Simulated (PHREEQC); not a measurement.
A solution holds 0.018 mol/kgw CuSO4, at 37 °C. It is in equilibrium with CO2 at log p = 0 (atm). Otherwise closed; pH follows from the charge balance.

Computed with PHREEQC (ion-association model, wateq4f.dat).

### Question
The ionic strength comes out as 0.0459 mol/kgw. What activity coefficients do SO4-2, CuHCO3+, H+, Cu+2, HSO4- get?

### Answer
SO4-2 0.47, CuHCO3+ 0.82, H+ 0.86, Cu+2 0.49, HSO4- 0.82.

Precipitation was switched off in this run. Species that the database lacks are ignored. At this temperature some constants are extrapolated from 25 °C, and those without enthalpy data are left unchanged.
